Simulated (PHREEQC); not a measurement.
Solution A (0.014 mol Cu(NO3)2, 0.02 mol HNO3 and 9.2e-05 mol H3BO3 per kg of water) is mixed with solution B (12 mmol/kgw HF, 12 mmol/kgw KF, 0.24 mmol/kgw H4SiO4 and 0.77 mmol/kgw H2SO4) at 25 °C; shares are by mass of water, 1 kg in all. O2 is buffered at 0.21 atm. No CO2 enters from the air. Solids allowed: SiO2(a). Others were left out.

The numbers come from PHREEQC with the ion-association model, phreeqc.dat.

Predict pH, H3BO3 (mol/kgw) at share of solution B = 0.3, 0.5, 0.7, 1.


```json
[
 {"share of solution B": "0.3", "pH": "2.00", "H3BO3 (mol/kgw)": "8.37e-6"},
 {"share of solution B": "0.5", "pH": "2.25", "H3BO3 (mol/kgw)": "6.33e-7"},
 {"share of solution B": "0.7", "pH": "2.60", "H3BO3 (mol/kgw)": "8.19e-8"},
 {"share of solution B": "1", "pH": "3.09", "H3BO3 (mol/kgw)": "0"}
]
```

SiF6-2 is the database's only silicon fluoride. Real BF4- forms and hydrolyses slowly; the run takes it at equilibrium.
